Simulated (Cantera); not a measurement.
Input (Python, Cantera) and output of one run.

```python
import numpy as np
import cantera as ct

gas_names = [...]  # 113 gases of nasa_gas.yaml made of C, H, O, Pb
cond_names = """
    C(gr) C6H6(L) C7H8(L) C8H18(L),n-octa H2O(s) H2O(L) Pb(cr) Pb(L) PbO(rd) PbO(yw) PbO(L) PbO2(s)
    Pb3O4(s)
""".split()


# ... load() reads the species with a 1 bar reference pressure and builds the phases ...
atoms = {
    'PbO': {'Pb': 1, 'O': 1},
    'CO': {'C': 1, 'O': 1},
    'H2': {'H': 2},
    'O2': {'O': 2},
}
top_T = {'C(gr)': 4500, 'Pb3O4(s)': 820}  # K; cautious upper limits of use, not melting points


# ... equilibrate(T, P, feed) seeds the gas with the atoms and calls Mixture.equilibrate('TP', solver="vcs", rtol=1e-11, max_steps=5000) ...
results = []
T = 975  # K
P = 13000  # Pa
for m in [0.38, 0.56, 0.84, 1.3, 1.9, 2.8, 4.1, 6.2, 9.2, 14, 21, 31, 46]:
    feed = {'PbO': 1, 'CO': 5.3, 'H2': m, 'O2': 2.4}  # mol
    mix = equilibrate(T, P, feed)
    results.append((T, P, feed, dict(zip(mix.species_names, mix.species_moles))))

top = {s: max(r[3][s] / sum(r[3][g] for g in gas_names) for r in results) for s in gas_names}
cols = sorted((s for s in top if top[s] > 0.001), key=lambda s: -top[s])[:6]
seen = [c for c in cond_names if any(r[3].get(c, 0) > 1e-12 for r in results)]
print("log10 of partial pressures in bar; condensed amounts in mol")
print(f"{'n(H2)':>10s}" + "".join(f"{s[:9]:>10s}" for s in cols + seen))
for T, P, feed, n in results:
    ng = sum(n[g] for g in gas_names)
    print(f"{feed['H2']:10.4g}" + "".join(f"{np.log10(max(n[s] / ng * P / 1e5, 1e-99)):10.3f}" for s in cols)
          + "".join(f"{n.get(c, 0):10.4g}" for c in seen))
```

Output:

```
log10 of partial pressures in bar; condensed amounts in mol
     n(H2)       CO2        H2       H2O        CO     Pb(L)   PbO(yw)
      0.38    -0.916    -5.932    -2.061    -4.992    0.8791    0.1205
      0.56    -0.934    -3.718    -1.913    -2.943    0.9996         0
      0.84    -0.973    -2.848    -1.786    -2.238    0.9996         0
       1.3    -1.032    -2.373    -1.670    -1.939    0.9995         0
       1.9    -1.102    -2.064    -1.591    -1.779    0.9995         0
       2.8    -1.195    -1.806    -1.533    -1.672    0.9994         0
       4.1    -1.312    -1.598    -1.503    -1.610    0.9993         0
       6.2    -1.469    -1.415    -1.501    -1.586    0.9992         0
       9.2    -1.649    -1.277    -1.529    -1.601     0.999         0
        14    -1.874    -1.164    -1.590    -1.652    0.9986         0
        21    -2.120    -1.083    -1.675    -1.731    0.9981         0
        31    -2.380    -1.025    -1.778    -1.831    0.9974         0
        46    -2.663    -0.983    -1.899    -1.951    0.9964         0
```

Equilibrium computed with Cantera from the NASA thermochemical tables; the gas is ideal and each condensed phase is pure.
